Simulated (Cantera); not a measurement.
What does this Cantera script print?

```python
import numpy as np
import cantera as ct

gas = ct.Solution("gri30.yaml")


def delay(T, t_max=10):
    gas.TPX = T, 2000000, {'CH4': 1, 'CO': 0.17, 'O2': 2.29, 'N2': 8.61, 'CO2': 2.9}
    reactor = ct.IdealGasConstPressureReactor(gas, clone=False)
    net = ct.ReactorNet([reactor])
    net.rtol, net.atol = 1e-8, 1e-16
    while net.time < t_max:
        t_old, T_old = net.time, reactor.T
        net.step()
        if reactor.T > T + 400:  # ignition: a rise of 400 K
            return t_old + (T + 400 - T_old) / (reactor.T - T_old) * (net.time - t_old)
    return np.nan


taus = []
for T in [1250, 1350, 1450, 1550, 1650, 1750, 1850, 1950, 2050, 2150]:
    taus.append(delay(T))
    print(f"T0 = {T:6g} K   tau = {taus[-1]:.4e} s")
```

Output:

```
T0 =   1250 K   tau = 1.8382e-03 s
T0 =   1350 K   tau = 6.0999e-04 s
T0 =   1450 K   tau = 2.2700e-04 s
T0 =   1550 K   tau = 9.1365e-05 s
T0 =   1650 K   tau = 3.9236e-05 s
T0 =   1750 K   tau = 1.8037e-05 s
T0 =   1850 K   tau = 8.9507e-06 s
T0 =   1950 K   tau = 4.8121e-06 s
T0 =   2050 K   tau = 2.7928e-06 s
T0 =   2150 K   tau = 1.7372e-06 s
```

Model: GRI-Mech 3.0 (53 species, 325 reactions), integrated in Cantera. The pressure lies above the range GRI-Mech 3.0 was tuned for (to about 10 atm).
